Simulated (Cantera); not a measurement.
An adiabatic, constant-pressure homogeneous reactor starts with CO : H2 : O2 : N2 = 1 : 0.92 : 1.14 : 4.3 (molar parts), equivalence ratio 0.84, at 1500 K and 1.97 atm.

Cantera simulation using GRI-Mech 3.0 (53 species, 325 reactions); the numbers are that mechanism's predictions, not measurements.

Task: Predict: time of steepest temperature rise; temperature at 0.400 s; equilibrium temperature; x(CO) at 0.400 s; x(H2) at 0.400 s; x(O2) at 0.400 s; x(H) at 0.400 s; x(HO2) at 0.400 s; x(N2O) at 0.400 s.

Result: 
```
Quantity                                                             Value
---------------------------------  ---------------------------------------
time of steepest temperature rise                                  8.48 µs
temperature at 0.400 s                                              2789 K
equilibrium temperature                                             2789 K
x(CO) at 0.400 s                     0.0502 (gas-phase equilibrium 0.0502)
x(H2) at 0.400 s                   0.00850 (gas-phase equilibrium 0.00850)
x(O2) at 0.400 s                     0.0416 (gas-phase equilibrium 0.0416)
x(H) at 0.400 s                    0.00517 (gas-phase equilibrium 0.00517)
x(HO2) at 0.400 s                  1.07e-5 (gas-phase equilibrium 1.07e-5)
x(N2O) at 0.400 s                  1.04e-6 (gas-phase equilibrium 1.04e-6)
```
